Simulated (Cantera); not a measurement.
Aluminium nitride and oxide growth: Al + H2O + H2

Input: 1 mol Al, 0.28 mol H2O, a varied amount of H2, equilibrated at 1723.15 K and 84.0 Pa.

Equilibrium computed with Cantera from the NASA thermochemical tables; the gas is ideal and each condensed phase is pure. Candidate condensed phases: Al, Al2O3, H2O; 19 gas species. The tables' values for AlOH are old estimates; treat these amounts as uncertain. Equilibrium is a limit: real reactors are often held back by kinetics, nucleation or transport.

```csv
n(H2) (mol),log p H2,log p Al,log p Al2O,log p H,log p AlH,log p Al2,n Al2O3(s)
2.4,-3.18,-3.97,-4.16,-5.33,-5.81,-7.73,0
3.1,-3.16,-4.05,-4.24,-5.32,-5.88,-7.89,0
4.1,-3.14,-4.15,-4.34,-5.31,-5.97,-8.08,0
5.3,-3.13,-4.24,-4.43,-5.30,-6.05,-8.27,0
6.9,-3.12,-4.34,-4.53,-5.30,-6.15,-8.46,0
9,-3.11,-4.44,-4.63,-5.29,-6.24,-8.67,0
12,-3.10,-4.55,-4.75,-5.29,-6.35,-8.88,0.00198
15,-3.10,-4.63,-4.86,-5.29,-6.42,-9.04,0.00500
```
log p: log10 of the partial pressure in bar; n: condensed amount in mol.

From 2.4 mol H2 to 9 mol H2 nothing is condensed. From 12 mol H2 to 15 mol H2 the condensed part is Al2O3(s). The main Al-bearing gas is Al2O throughout.
